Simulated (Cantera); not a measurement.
What does this Cantera script print?

```python
import numpy as np
import cantera as ct

gas = ct.Solution("SiF4_NH3_mec.yaml", "gas")
gas.TPX = 1925, 101325, {'NH3': 1, 'H2': 0.49}
inlet = ct.Reservoir(gas, clone=True)

reactor = ct.IdealGasConstPressureReactor(gas, energy="off", clone=False)
exhaust = ct.Reservoir(gas, clone=True)
tau = [3.8, 2, 1.1, 0.56, 0.3, 0.16, 0.083, 0.044, 0.023, 0.012, 0.0065][0]
for a, b in ((inlet, reactor), (reactor, exhaust)):
    ct.MassFlowController(a, b, mdot=lambda t: reactor.mass / tau)
net = ct.ReactorNet([reactor])
show = ['NH3', 'H2', 'NH2', 'N', 'N2']

rows = []
print(f"{'tau/s':>10s}{'T/K':>9s}" + "".join(f"{s:>11s}" for s in show))
for tau in [3.8, 2, 1.1, 0.56, 0.3, 0.16, 0.083, 0.044, 0.023, 0.012, 0.0065]:
    net.initial_time = 0.0
    net.advance(30 * tau)
    before = gas.X
    net.advance(40 * tau)
    drift = np.max(np.abs(gas.X - before) / (gas.X + 1e-9))
    rows.append([gas.T, *gas[show].X, drift])
    print(f"{tau:10.3e}{gas.T:9.1f}" + "".join(f"{x:11.3e}" for x in gas[show].X))
```

Result:

```
     tau/s      T/K        NH3         H2        NH2          N         N2
 3.800e+00   1925.0  2.445e-02  7.814e-01  5.815e-05  2.064e-07  1.934e-01
 2.000e+00   1925.0  3.805e-02  7.719e-01  8.263e-05  2.430e-07  1.893e-01
 1.100e+00   1925.0  5.823e-02  7.578e-01  1.145e-04  2.739e-07  1.833e-01
 5.600e-01   1925.0  9.453e-02  7.324e-01  1.640e-04  3.019e-07  1.724e-01
 3.000e-01   1925.0  1.462e-01  6.963e-01  2.246e-04  3.188e-07  1.569e-01
 1.600e-01   1925.0  2.194e-01  6.450e-01  2.989e-04  3.261e-07  1.350e-01
 8.300e-02   1925.0  3.155e-01  5.776e-01  3.842e-04  3.243e-07  1.062e-01
 4.400e-02   1925.0  4.147e-01  5.081e-01  4.629e-04  3.161e-07  7.650e-02
 2.300e-02   1925.0  5.046e-01  4.451e-01  5.284e-04  3.048e-07  4.959e-02
 1.200e-02   1925.0  5.716e-01  3.981e-01  5.741e-04  2.937e-07  2.953e-02
 6.500e-03   1925.0  6.131e-01  3.691e-01  6.002e-04  2.842e-07  1.711e-02
```

Model: the gas-phase N/H chemistry of the illustrative SiF4/NH3 mechanism in the Surface Chemkin manual (1991), integrated in Cantera. Walls and surfaces, which speed up NH3 decomposition in real reactors, are not modelled.
